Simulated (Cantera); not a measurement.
Input (Python, Cantera):

```python
import numpy as np
import cantera as ct

gas = ct.Solution("h2o2.yaml")
gas.TPX = 648, 1000000, {'H2': 1, 'O2': 0.641, 'N2': 2.41}
flame = ct.FreeFlame(gas, width=0.008)
flame.set_refine_criteria(ratio=3, slope=0.08, curve=0.16)
flame.transport_model = "mixture-averaged"
flame.solve(loglevel=0, auto=True)
z, T = flame.grid, flame.T
thick = (T[-1] - T[0]) / np.gradient(T, z).max()
show = ['H2', 'O2', 'H2O2', 'H', 'O', 'OH']
print(f"laminar burning velocity  {flame.velocity[0] * 100:.3f} cm/s")
print(f"burnt temperature         {T[-1]:.1f} K")
print(f"thermal thickness         {thick * 1e3:.4f} mm")
print(f"grid points               {len(z)}")
z0 = z[flame.heat_release_rate.argmax()]
print(f"{'z/mm':>9s}{'T/K':>9s}{'u/(m/s)':>9s}" + "".join(f"{s:>11s}" for s in show))
rows = []
for k in (-3, -2, -1.5, -1, -0.5, -0.25, 0, 0.25, 0.5, 1, 2, 4, 8):
    zz = z0 + k * thick
    rows.append([k * thick, np.interp(zz, z, T), np.interp(zz, z, flame.velocity),
                 *(np.interp(zz, z, flame.X[gas.species_index(s)]) for s in show)])
    print(f"{rows[-1][0] * 1e3:9.3f}{rows[-1][1]:9.1f}{rows[-1][2]:9.3f}" + "".join(f"{x:11.3e}" for x in rows[-1][3:]))
```

Output:

```
laminar burning velocity  446.107 cm/s
burnt temperature         2386.2 K
thermal thickness         0.0264 mm
grid points               113
     z/mm      T/K  u/(m/s)         H2         O2       H2O2          H          O         OH
   -0.079    648.0    4.460  2.467e-01  1.583e-01  3.073e-10  6.507e-14  2.674e-12  1.234e-13
   -0.053    648.2    4.456  2.457e-01  1.585e-01  1.624e-08  1.172e-11  4.809e-10  2.234e-11
   -0.040    648.8    4.450  2.438e-01  1.589e-01  1.065e-07  1.257e-10  5.001e-09  2.367e-10
   -0.026    654.7    4.449  2.358e-01  1.605e-01  1.886e-06  8.186e-09  1.481e-07  1.133e-08
   -0.013    759.7    4.963  1.977e-01  1.635e-01  7.287e-05  4.865e-05  1.808e-05  5.253e-05
   -0.007   1068.2    6.756  1.485e-01  1.509e-01  1.614e-04  1.459e-03  3.955e-04  9.087e-04
    0.000   1487.5    9.231  8.889e-02  1.158e-01  3.131e-05  6.843e-03  2.521e-03  3.547e-03
    0.007   1789.2   11.031  4.545e-02  7.934e-02  6.020e-06  1.078e-02  5.110e-03  8.369e-03
    0.013   1963.7   12.065  2.562e-02  5.991e-02  4.102e-06  1.014e-02  6.078e-03  1.231e-02
    0.026   2137.0   13.060  1.405e-02  4.829e-02  2.725e-06  6.112e-03  5.093e-03  1.442e-02
    0.053   2267.6   13.774  7.944e-03  4.438e-02  1.825e-06  2.450e-03  2.855e-03  1.255e-02
    0.106   2344.3   14.178  3.849e-03  4.302e-02  1.264e-06  7.727e-04  1.335e-03  9.350e-03
    0.211   2376.8   14.345  1.945e-03  4.275e-02  1.022e-06  2.830e-04  7.047e-04  7.057e-03
```

Computed with Cantera and the H2/O2 subset of GRI-Mech 3.0, which has no nitrogen chemistry. The hydrogen kinetics of GRI-Mech 3.0 are dated; newer H2 mechanisms differ, most at raised pressure. Burning velocities carry a grid error of a few per cent, more on coarse grids.
